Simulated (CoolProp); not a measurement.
Dry air at 815.71 K and 8.14 MPa flows at 5.7 m/s in a round tube of 25 mm bore and 0.25 µm roughness, fully developed (64/Re and Nu = 3.66 if laminar; Colebrook and Gnielinski if turbulent). Each further row changes one setting.

The numbers come from the reference Helmholtz-energy equation of state, Lemmon 2000 in CoolProp. It is a pseudo-pure fit of the blend.

```tsv
case	Reynolds number	Darcy friction factor	pressure drop (Pa/m)	heat-transfer coefficient (W/(m² K))	mass flow (kg/h)
as stated	125000	0.0172	…	517	…
velocity 11.4 m/s	251000	0.0151	1320	…	680
diameter 50 mm	251000	…	165	…	1360
```

Task: Some entries are withheld; supply them.

Result: 
- as stated, pressure drop (Pa/m): 378
- as stated, mass flow (kg/h): 340
- velocity 11.4 m/s, heat-transfer coefficient (W/(m² K)): 900
- diameter 50 mm, Darcy friction factor: 0.0150
- diameter 50 mm, heat-transfer coefficient (W/(m² K)): 449

Viscosity comes from a separate model (Lemmon 2004). Thermal conductivity comes from a separate model (Lemmon 2004).
